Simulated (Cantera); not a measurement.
# Ammonia decomposition in nitride growth gas

An isothermal, constant-pressure homogeneous reactor starts with NH₃ : H₂ : N₂ = 1 : 12 : 0.25 (molar parts), at 2125 K and 6500 Pa.

Detailed kinetics in Cantera: the gas-phase N/H chemistry of the illustrative SiF4/NH3 mechanism in the Surface Chemkin manual (1991). Walls and surfaces, which speed up NH3 decomposition in real reactors, are not modelled.

| t (s) | x NH₃ | x H₂ | x N₂H₄ | x NH | x H |
|---|---|---|---|---|---|
| 9.00e-6 | 0.0755 | 0.906 | <1e-12 | 4.61e-11 | 2.86e-6 |
| 2.87e-5 | 0.0755 | 0.906 | <1e-12 | 6.13e-10 | 9.44e-6 |
| 9.14e-5 | 0.0755 | 0.906 | <1e-12 | 6.87e-9 | 3.04e-5 |
| 0.000291 | 0.0754 | 0.906 | 7.04e-12 | 7.18e-8 | 9.70e-5 |
| 0.000928 | 0.0754 | 0.905 | 7.03e-11 | 7.27e-7 | 0.000308 |
| 0.00296 | 0.0751 | 0.905 | 6.34e-10 | 6.55e-6 | 0.000929 |
| 0.00942 | 0.0729 | 0.905 | 1.82e-9 | 1.93e-5 | 0.00163 |
| 0.0300 | 0.0644 | 0.910 | 1.59e-9 | 1.91e-5 | 0.00173 |
| 0.0956 | 0.0433 | 0.921 | 9.49e-10 | 1.70e-5 | 0.00201 |
| 0.305 | 0.0110 | 0.938 | 1.68e-10 | 1.20e-5 | 0.00340 |
| 0.970 | 5.37e-5 | 0.934 | <1e-12 | 9.00e-7 | 0.0132 |
| 3.09 | 5.15e-6 | 0.934 | <1e-12 | 9.51e-8 | 0.0139 |
| 9.85 | 1.33e-6 | 0.934 | <1e-12 | 2.45e-8 | 0.0139 |
| 31.4 | 4.31e-7 | 0.934 | <1e-12 | 7.96e-9 | 0.0139 |
| 100 | 2.33e-7 | 0.934 | <1e-12 | 4.30e-9 | 0.0139 |
x: mole fraction; the columns are a selection and need not sum to one.

Equilibrium at this temperature and pressure: NH₃ 2.21e-7, H₂ 0.934, N₂H₄ <1e-12, NH 4.09e-9, H 0.0139 (gas phase only).
